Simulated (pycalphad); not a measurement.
All values are pycalphad results on the COST 507 light-alloy database (1999) (1 atm), not direct measurements. The data set is of 1999 and partly superseded. Phase fractions are per mole of atoms.

Q: Give the equilibrium state of Si-1.692Ti (wt.%) at 1127 °C.

A: diamond (Si), fraction 0.970, with <0.01 Ti wt.%; SI2TI, fraction 0.030, with 46.0 Ti wt.%.

Q: Give the equilibrium state of Si-1.692Ti (wt.%) at 1377 °C.

A: diamond (Si), fraction 0.930, with <0.01 Ti wt.%; liquid, fraction 0.070, with 22.0 Ti wt.%.

Database names, with the compositions (at.%) that they take in these runs: SI2TI: Si 67 Ti 33.
